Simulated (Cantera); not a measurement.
# SiH₂Cl₂ + HCl + N₂ (silicon epitaxy and polysilicon growth)

A closed system holds: 1 mol SiH₂Cl₂, 1 mol HCl, 4.3 mol N₂, at 16.0 mbar.

Cantera equilibrium calculation (NASA polynomials, part measured and part estimated; ideal gas, pure solids and liquids). Candidate condensed phases: NH₄Cl, Si, Si₃N₄; 28 gas species. N₂ is the only nitrogen source here; it is nearly inert below about 1500 K, so the nitride shown seldom forms there in practice. The tables' values for SiCl₃, SiCl are old estimates; treat these amounts as uncertain. Equilibrium is a limit: real reactors are often held back by kinetics, nucleation or transport.

```json
[
 {"T (°C)": "825", "x N₂": "0.588", "x HCl": "0.271", "x H₂": "0.0939", "x SiCl₂": "3.31e-5", "x SiCl₄": "0.0466", "x SiCl₃": "0.000331", "n Si₃N₄(s)": "0.231"},
 {"T (°C)": "875", "x N₂": "0.587", "x HCl": "0.276", "x H₂": "0.0915", "x SiCl₂": "0.000124", "x SiCl₄": "0.0450", "x SiCl₃": "0.000711", "n Si₃N₄(s)": "0.233"},
 {"T (°C)": "925", "x N₂": "0.586", "x HCl": "0.279", "x H₂": "0.0894", "x SiCl₂": "0.000414", "x SiCl₄": "0.0432", "x SiCl₃": "0.00142", "n Si₃N₄(s)": "0.234"},
 {"T (°C)": "975", "x N₂": "0.585", "x HCl": "0.282", "x H₂": "0.0877", "x SiCl₂": "0.00124", "x SiCl₄": "0.0410", "x SiCl₃": "0.00266", "n Si₃N₄(s)": "0.234"},
 {"T (°C)": "1025", "x N₂": "0.584", "x HCl": "0.283", "x H₂": "0.0866", "x SiCl₂": "0.00336", "x SiCl₄": "0.0379", "x SiCl₃": "0.00462", "n Si₃N₄(s)": "0.232"},
 {"T (°C)": "1075", "x N₂": "0.583", "x HCl": "0.281", "x H₂": "0.0864", "x SiCl₂": "0.00820", "x SiCl₄": "0.0333", "x SiCl₃": "0.00737", "n Si₃N₄(s)": "0.225"},
 {"T (°C)": "1125", "x N₂": "0.582", "x HCl": "0.274", "x H₂": "0.0876", "x SiCl₂": "0.0178", "x SiCl₄": "0.0267", "x SiCl₃": "0.0105", "n Si₃N₄(s)": "0.210"},
 {"T (°C)": "1175", "x N₂": "0.582", "x HCl": "0.261", "x H₂": "0.0910", "x SiCl₂": "0.0338", "x SiCl₄": "0.0185", "x SiCl₃": "0.0130", "n Si₃N₄(s)": "0.185"},
 {"T (°C)": "1225", "x N₂": "0.582", "x HCl": "0.241", "x H₂": "0.0974", "x SiCl₂": "0.0551", "x SiCl₄": "0.0107", "x SiCl₃": "0.0136", "n Si₃N₄(s)": "0.150"},
 {"T (°C)": "1275", "x N₂": "0.583", "x HCl": "0.215", "x H₂": "0.107", "x SiCl₂": "0.0781", "x SiCl₄": "0.00515", "x SiCl₃": "0.0120", "n Si₃N₄(s)": "0.110"},
 {"T (°C)": "1325", "x N₂": "0.585", "x HCl": "0.186", "x H₂": "0.118", "x SiCl₂": "0.0992", "x SiCl₄": "0.00219", "x SiCl₃": "0.00937", "n Si₃N₄(s)": "0.0703"},
 {"T (°C)": "1375", "x N₂": "0.588", "x HCl": "0.158", "x H₂": "0.129", "x SiCl₂": "0.117", "x SiCl₄": "0.000876", "x SiCl₃": "0.00682", "n Si₃N₄(s)": "0.0333"}
]
```
x: gas mole fraction; n: condensed amount in mol.

From 825 °C to 1375 °C the condensed part is Si₃N₄(s). The main Si-bearing gas is SiCl₄ at 825 °C and SiCl₂ at 1375 °C.
